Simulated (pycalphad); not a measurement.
Computed with pycalphad from the COST 507 light-alloy database (1999), at 1 atm. These are 1990s assessments: newer ones move some temperatures and phases. Not assessed as a whole: an extrapolation from subsystems, which can miss ternary compounds. Amounts are mole fractions of atoms. Kinetics are ignored, which matters at the lower temperatures.

Give the equilibrium state of Mg-2.07Si-4.89Y (at.%) at 202 °C.

hcp, fraction 0.878, with <0.01 Si, 0.46 Y at.%; MG24Y5, fraction 0.067, with no Si, 15.5 Y at.%; SI3Y5, fraction 0.055, with 37.5 Si, 62.5 Y at.%.

Give the equilibrium state of Mg-2.07Si-4.89Y (at.%) at 777 °C.


```
T = 1050.00 K, P = 101325 Pa, N = 1 mol of atoms
G = -56006 J/mol, H = 25952 J/mol, S = 78.06 J/(mol K)  (SER reference)
chemical potentials (J/mol): Mg -51313, Si -114801, Y -120414
phase             fraction      x(Mg)      x(Si)       x(Y)
LIQUID              0.9629     0.9663     0.0022     0.0315
SIY                 0.0371       none     0.5000     0.5000
```

Database names, with the compositions (at.%) that they take in these runs: SIY: Si 50 Y 50; SI3Y5: Y 62 Si 37; MG24Y5: Mg 84-86 Y 14-16. An entry "none" or "no" means that the model of the phase leaves that element out.
